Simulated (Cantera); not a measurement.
A closed system holds: 1 mol trisilylamine, 0.6 mol NH3, 2.1 mol N2, at 1348.15 K and 100 Torr.

Method: chemical equilibrium by Gibbs-energy minimisation in Cantera with the NASA 1993 tables (ideal gas, pure condensed phases). Candidate condensed phases: Si, Si3N4; 18 gas species. The feed counts by its element totals alone. Kinetics and transport are ignored.

Base state: H2 0.857, N2 0.143 (mole fractions); condensed: Si3N4(s).

Problem. What changes in the equilibrium state with this change: trisilylamine replaced by SiHCl3?

Solution. 
```json
[
 {"species": "N2", "before": "0.143", "after": "0.438"},
 {"species": "HCl", "before": "0", "after": "0.343"},
 {"species": "H2", "before": "0.857", "after": "0.136"},
 {"species": "SiCl4", "before": "0", "after": "0.0729"},
 {"species": "SiCl3", "before": "0", "after": "0.00577"},
 {"species": "SiCl2", "before": "0", "after": "0.00229"},
 {"species": "SiHCl3", "before": "0", "after": "0.00165"},
 {"species": "Si3N4(s), mol", "before": "1.00", "after": "0.208"}
]
```
The tables' values for SiCl3 are old estimates; treat these amounts as uncertain. Further candidate phases: NH4Cl.
